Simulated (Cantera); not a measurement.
Carbothermic reduction: Ta2O5 + CH4 + H2

Input: 1 mol Ta2O5, 1.9 mol CH4, 0.54 mol H2, at 0.700 bar.

Cantera equilibrium calculation (NASA polynomials, part measured and part estimated; ideal gas, pure solids and liquids). Candidate condensed phases: C, C6H6, C7H8, C8H18, H2O, Ta, TaC, Ta2O5; 113 gas species. Mutual solubility and eutectic melting of coexisting phases are not modelled. TaC: taken at fixed stoichiometry. Condensed phases not in the tables: Ta2C. Kinetics and transport are ignored.

At 650 °C the condensed part is C(graphite) + Ta2O5(s). From 750 °C to 950 °C the condensed part is C(graphite) + TaC(s) + Ta2O5(s). From 1050 °C to 1350 °C the condensed part is TaC(s) + Ta2O5(s).

```json
[
 {"T (°C)": "650", "x H2": "0.875", "x CO": "5.74e-5", "x CH4": "0.125", "x H2O": "5.43e-5", "x CO2": "7.28e-9", "x H": "2.74e-10", "n C(graphite)": "1.42", "n Ta2O5(s)": "1.000", "n TaC(s)": "0"},
 {"T (°C)": "750", "x H2": "0.951", "x CO": "0.00117", "x CH4": "0.0475", "x H2O": "0.000213", "x CO2": "3.41e-7", "x H": "4.83e-9", "n C(graphite)": "1.70", "n Ta2O5(s)": "0.999", "n TaC(s)": "0.00229"},
 {"T (°C)": "850", "x H2": "0.967", "x CO": "0.0137", "x CH4": "0.0192", "x H2O": "0.000611", "x CO2": "7.91e-6", "x H": "5.00e-8", "n C(graphite)": "1.73", "n Ta2O5(s)": "0.988", "n TaC(s)": "0.0247"},
 {"T (°C)": "950", "x H2": "0.885", "x CO": "0.106", "x CH4": "0.00731", "x H2O": "0.00132", "x CO2": "0.000108", "x H": "3.38e-7", "n C(graphite)": "1.15", "n Ta2O5(s)": "0.896", "n TaC(s)": "0.207"},
 {"T (°C)": "1050", "x H2": "0.759", "x CO": "0.237", "x CH4": "0.00142", "x H2O": "0.00178", "x CO2": "0.000300", "x H": "1.65e-6", "n C(graphite)": "0", "n Ta2O5(s)": "0.728", "n TaC(s)": "0.544"},
 {"T (°C)": "1150", "x H2": "0.760", "x CO": "0.237", "x CH4": "0.000278", "x H2O": "0.00216", "x CO2": "0.000297", "x H": "6.92e-6", "n C(graphite)": "0", "n Ta2O5(s)": "0.727", "n TaC(s)": "0.546"},
 {"T (°C)": "1250", "x H2": "0.760", "x CO": "0.237", "x CH4": "6.77e-5", "x H2O": "0.00253", "x CO2": "0.000295", "x H": "2.41e-5", "n C(graphite)": "0", "n Ta2O5(s)": "0.726", "n TaC(s)": "0.547"},
 {"T (°C)": "1350", "x H2": "0.760", "x CO": "0.237", "x CH4": "1.97e-5", "x H2O": "0.00290", "x CO2": "0.000292", "x H": "7.20e-5", "n C(graphite)": "0", "n Ta2O5(s)": "0.726", "n TaC(s)": "0.548"}
]
```
x: gas mole fraction; n: condensed amount in mol.
